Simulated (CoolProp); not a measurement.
Saturation properties of n-butane.

Computed with CoolProp (reference Helmholtz-energy equation of state, Bücker 2006).

```
T (K)  p (MPa)  enthalpy of vaporisation (kJ/kg)  liquid conductivity (mW/(m K))
-----  -------  --------------------------------  ------------------------------
315.8   0.4073                             342.4                            97.7
326.2   0.5364                             330.1                            93.8
336.7   0.6955                             316.6                            90.1
347.2   0.8871                             301.9                            86.5
357.6    1.113                             285.8                            83.1
368.1    1.381                             267.8                            79.8
378.5    1.691                             247.5                            76.7
389      2.054                             223.9                            73.7
399.4    2.470                             195.8                            70.8
409.9    2.953                             159.4                            68.0
```

It boils at 272.7 K under 1 atm.

Thermal conductivity comes from a separate model (Perkins 2002).
